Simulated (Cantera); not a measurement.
A closed system holds: 1 mol Si2H6, 5.6 mol N2O, 1.1 mol H2, a varied amount of CO2, equilibrated at 1650 K and 4600 Pa.

Equilibrium computed with Cantera from the NASA thermochemical tables; the gas is ideal and each condensed phase is pure. Candidate condensed phases: C, C6H6, C7H8, C8H18, H2O, Si, SiC, SiO2, Si2N2O, Si3N4; 151 gas species. The feed counts by its element totals alone. The tables hold silica as quartz up to 1696 K and as liquid above; real silica turns to tridymite and cristobalite and melts near 1996 K. Rates play no part.

At 0.27 mol CO2, list the 6 most abundant gas species with their mole fractions, and the condensed phases.

N2 0.562, H2 0.229, H2O 0.182, CO 0.0217, CO2 0.00538, H 0.000203. Condensed: SiO2(β-quartz).
